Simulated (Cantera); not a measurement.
Adiabatic ignition

An adiabatic, constant-volume homogeneous reactor starts with 17.6 % CH₄, 5.09 % CO, 15.1 % O₂, 56.7 % N₂, 5.62 % H₂O, at 1700 K and 24.0 bar.

Computed with Cantera and GRI-Mech 3.0 (53 species, 325 reactions). The pressure lies above the range GRI-Mech 3.0 was tuned for (to about 10 atm).

```json
[
 {"t (s)": "1.00e-6", "T (K)": "1700", "P (bar)": "24.0", "x CH₄": "0.175", "x CO": "0.0509", "x O₂": "0.151", "x CH₂O": "1.54e-5", "x N₂O": "3.05e-10", "x CO₂": "1.06e-5", "x NO₂": "<1e-12"},
 {"t (s)": "3.46e-6", "T (K)": "1701", "P (bar)": "24.0", "x CH₄": "0.175", "x CO": "0.0509", "x O₂": "0.150", "x CH₂O": "0.000199", "x N₂O": "1.74e-9", "x CO₂": "5.81e-5", "x NO₂": "<1e-12"},
 {"t (s)": "1.19e-5", "T (K)": "1721", "P (bar)": "24.3", "x CH₄": "0.169", "x CO": "0.0512", "x O₂": "0.147", "x CH₂O": "0.00134", "x N₂O": "1.40e-8", "x CO₂": "0.000448", "x NO₂": "1.39e-12"},
 {"t (s)": "4.12e-5", "T (K)": "2745", "P (bar)": "46.6", "x CH₄": "6.02e-5", "x CO": "0.171", "x O₂": "2.90e-6", "x CH₂O": "1.03e-6", "x N₂O": "6.36e-8", "x CO₂": "0.0166", "x NO₂": "3.99e-9"},
 {"t (s)": "0.000143", "T (K)": "2746", "P (bar)": "46.7", "x CH₄": "3.05e-8", "x CO": "0.171", "x O₂": "2.93e-6", "x CH₂O": "6.50e-7", "x N₂O": "3.82e-8", "x CO₂": "0.0166", "x NO₂": "2.71e-9"},
 {"t (s)": "0.000492", "T (K)": "2746", "P (bar)": "46.7", "x CH₄": "3.01e-8", "x CO": "0.171", "x O₂": "2.94e-6", "x CH₂O": "6.50e-7", "x N₂O": "2.95e-8", "x CO₂": "0.0166", "x NO₂": "1.81e-9"},
 {"t (s)": "0.00170", "T (K)": "2746", "P (bar)": "46.7", "x CH₄": "3.01e-8", "x CO": "0.171", "x O₂": "2.94e-6", "x CH₂O": "6.50e-7", "x N₂O": "2.92e-8", "x CO₂": "0.0166", "x NO₂": "1.78e-9"},
 {"t (s)": "0.00588", "T (K)": "2746", "P (bar)": "46.7", "x CH₄": "3.01e-8", "x CO": "0.171", "x O₂": "2.94e-6", "x CH₂O": "6.50e-7", "x N₂O": "2.92e-8", "x CO₂": "0.0166", "x NO₂": "1.78e-9"},
 {"t (s)": "0.0203", "T (K)": "2746", "P (bar)": "46.7", "x CH₄": "3.01e-8", "x CO": "0.171", "x O₂": "2.94e-6", "x CH₂O": "6.50e-7", "x N₂O": "2.92e-8", "x CO₂": "0.0166", "x NO₂": "1.78e-9"},
 {"t (s)": "0.0702", "T (K)": "2746", "P (bar)": "46.7", "x CH₄": "3.01e-8", "x CO": "0.171", "x O₂": "2.94e-6", "x CH₂O": "6.50e-7", "x N₂O": "2.92e-8", "x CO₂": "0.0166", "x NO₂": "1.78e-9"},
 {"t (s)": "0.242", "T (K)": "2746", "P (bar)": "46.7", "x CH₄": "3.01e-8", "x CO": "0.171", "x O₂": "2.94e-6", "x CH₂O": "6.50e-7", "x N₂O": "2.92e-8", "x CO₂": "0.0166", "x NO₂": "1.78e-9"},
 {"t (s)": "0.838", "T (K)": "2746", "P (bar)": "46.7", "x CH₄": "3.01e-8", "x CO": "0.171", "x O₂": "2.94e-6", "x CH₂O": "6.50e-7", "x N₂O": "2.92e-8", "x CO₂": "0.0166", "x NO₂": "1.78e-9"},
 {"t (s)": "2.89", "T (K)": "2746", "P (bar)": "46.7", "x CH₄": "3.01e-8", "x CO": "0.171", "x O₂": "2.94e-6", "x CH₂O": "6.50e-7", "x N₂O": "2.92e-8", "x CO₂": "0.0166", "x NO₂": "1.78e-9"},
 {"t (s)": "10.0", "T (K)": "2746", "P (bar)": "46.7", "x CH₄": "3.01e-8", "x CO": "0.171", "x O₂": "2.94e-6", "x CH₂O": "6.50e-7", "x N₂O": "2.92e-8", "x CO₂": "0.0166", "x NO₂": "1.78e-9"}
]
```
x: mole fraction; the columns are a selection and need not sum to one.

The time of steepest temperature rise comes out as 25.4 µs, the temperature at 10.0 s comes out as 2746 K and the equilibrium temperature is 2746 K. The x(CH₄) at 10.0 s comes out as 3.01e-8 (gas-phase equilibrium 3.34e-8). The x(CO) at 10.0 s is 0.171 (gas-phase equilibrium 0.171) and the x(O₂) at 10.0 s comes out as 2.94e-6 (gas-phase equilibrium 2.94e-6).
